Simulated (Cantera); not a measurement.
Input (Python, Cantera):

```python
import numpy as np
import cantera as ct

gas = ct.Solution("gri30.yaml")
gas.TPX = 973, 101325, {'CH4': 0.0037, 'O2': 0.04, 'N2': 1}
reactor = ct.IdealGasConstPressureReactor(gas, energy="off", clone=False)
net = ct.ReactorNet([reactor])
net.rtol, net.atol = 1e-08, 1e-18
show = ['CH4', 'O2', 'C2H', 'CH2', 'H2', 'HCN', 'H2O2']
times = np.geomspace(2e-06, 10, 12)

steps = ct.SolutionArray(gas, extra=["t"])
rows = []
print(f"{'t/s':>10s}{'T/K':>9s}{'P/Pa':>11s}" + "".join(f"{s:>11s}" for s in show))
for t in times:
    while net.time < t:
        t_next = net.step()
        steps.append(gas.state, t=t_next)
    rows.append([np.interp(t, steps.t, y) for y in (steps.T, steps.P, *steps(*show).X.T)])
    print(f"{t:10.3e}{rows[-1][0]:9.1f}{rows[-1][1]:11.4g}" + "".join(f"{x:11.3e}" for x in rows[-1][2:]))
rate = np.gradient(steps.T, steps.t)
print("integrator steps:", len(steps.t))
if steps.T.max() > steps.T[0] + 200:
    print(f"time of steepest temperature rise: {steps.t[rate.argmax()]:.4e} s")
gas.TPX = 973, 101325, {'CH4': 0.0037, 'O2': 0.04, 'N2': 1}
gas.equilibrate("TP")
print(f"equilibrium (TP): T = {gas.T:.1f} K  " + "  ".join(f"{s} {gas[s].X[0]:.3e}" for s in show))
```

It prints:

```
       t/s      T/K       P/Pa        CH4         O2        C2H        CH2         H2        HCN       H2O2
 2.000e-06    973.0  1.013e+05  3.545e-03  3.833e-02  5.701e-59  6.480e-29  5.323e-19  4.569e-35  1.451e-19
 8.129e-06    973.0  1.013e+05  3.545e-03  3.833e-02  5.621e-55  1.557e-27  6.033e-18  5.813e-34  1.821e-18
 3.304e-05    973.0  1.013e+05  3.545e-03  3.833e-02  1.549e-51  5.749e-26  6.995e-17  9.453e-33  2.945e-17
 1.343e-04    973.0  1.013e+05  3.545e-03  3.833e-02  4.589e-48  1.303e-24  5.177e-16  1.552e-31  4.818e-16
 5.458e-04    973.0  1.013e+05  3.545e-03  3.833e-02  7.511e-45  2.283e-23  3.677e-15  2.572e-30  7.905e-15
 2.218e-03    973.0  1.013e+05  3.545e-03  3.833e-02  9.198e-42  3.874e-22  3.812e-14  4.260e-29  1.259e-13
 9.016e-03    973.0  1.013e+05  3.545e-03  3.833e-02  1.173e-38  6.897e-21  5.500e-13  7.193e-28  1.825e-12
 3.664e-02    973.0  1.013e+05  3.545e-03  3.833e-02  2.122e-35  1.532e-19  9.949e-12  1.322e-26  1.932e-11
 1.489e-01    973.0  1.013e+05  3.545e-03  3.833e-02  1.733e-31  7.552e-18  2.890e-10  3.756e-25  1.163e-10
 6.053e-01    973.0  1.013e+05  3.544e-03  3.832e-02  5.168e-27  2.603e-16  1.404e-08  3.590e-23  4.248e-10
 2.460e+00    973.0  1.013e+05  3.533e-03  3.832e-02  1.410e-23  2.777e-15  4.054e-07  3.524e-21  3.489e-09
 1.000e+01    973.0  1.013e+05  4.534e-09  3.155e-02  1.061e-24  1.048e-16  1.523e-06  2.822e-14  2.274e-07
integrator steps: 1702
equilibrium (TP): T = 973.0 K  CH4 1.933e-47  O2 3.123e-02  C2H 3.387e-74  CH2 6.742e-53  H2 1.534e-12  HCN 4.351e-34  H2O2 2.490e-12
```

Model: GRI-Mech 3.0 (53 species, 325 reactions), integrated in Cantera. Below about 1000 K GRI-Mech 3.0 lacks low-temperature oxidation paths.
